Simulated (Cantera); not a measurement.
A closed system holds: 1 mol SiC, 3.3 mol H2O, 150 mol H2, at 0.220 bar.

These are equilibrium values from Cantera (NASA tables, ideal gas, pure condensed phases), not measurements of a reactor. Candidate condensed phases: C, C6H6, C7H8, C8H18, H2O, Si, SiC, SiO2; 123 gas species. The tables hold silica as quartz up to 1696 K and as liquid above; real silica turns to tridymite and cristobalite and melts near 1996 K. Equilibrium is a limit: real reactors are often held back by kinetics, nucleation or transport. All values below are at 1350 K.

Base state: H2 0.992, CO 0.00647, H2O 0.00194 (mole fractions); condensed: SiO2(β-quartz).

What changes in the equilibrium state with this change: H2 from 150 to 1 mol?


```json
[
 {"species": "H2", "before": "0.992", "after": "0.761"},
 {"species": "CO", "before": "0.00647", "after": "0.183"},
 {"species": "H2O", "before": "0.00194", "after": "0.0504"},
 {"species": "CO2", "before": "6.45e-6", "after": "0.00616"},
 {"species": "SiO2(β-quartz), mol", "before": "1.000", "after": "1.00"}
]
```
Gases not in the tables: Si(OH)4.
